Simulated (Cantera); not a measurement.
**Equilibrium for fluorocarbon and chlorocarbon gases: CCl4 + H2**

Charge: 1 mol CCl4, a varied amount of H2, equilibrated at 1125 K and 10.0 Torr.

Equilibrium computed with Cantera from the NASA thermochemical tables; the gas is ideal and each condensed phase is pure. Candidate condensed phases: C, C6H6, C7H8, C8H18; 91 gas species. The numbers say what is thermodynamically allowed, not how fast it happens.

```tsv
n(H2) (mol)	log p HCl	log p Cl2	log p H2	log p Cl	log p CH4	log p CCl4	log p H	n C(graphite)
0.61	-2.21	-2.16	-11.69	-3.77	<-13	-6.99	-13.20	1.000
0.85	-2.10	-2.28	-11.36	-3.83	<-13	-7.24	-13.03	1.000
1.2	-2.00	-2.49	-10.95	-3.93	<-13	-7.65	-12.83	1.000
1.7	-1.91	-2.98	-10.28	-4.18	<-13	-8.64	-12.49	1.000
2.4	-1.92	-10.35	-2.92	-7.86	-7.37	<-13	-8.81	1.000
3.3	-2.00	-10.94	-2.49	-8.16	-6.51	<-13	-8.60	1.000
4.7	-2.10	-11.36	-2.27	-8.37	-6.08	<-13	-8.49	1.000
```
log p: log10 of the partial pressure in bar; n: condensed amount in mol.

From 0.61 mol H2 to 4.7 mol H2 the condensed part is C(graphite). The main C-bearing gas is CCl4 at 0.61 mol H2 and CH4 at 4.7 mol H2.
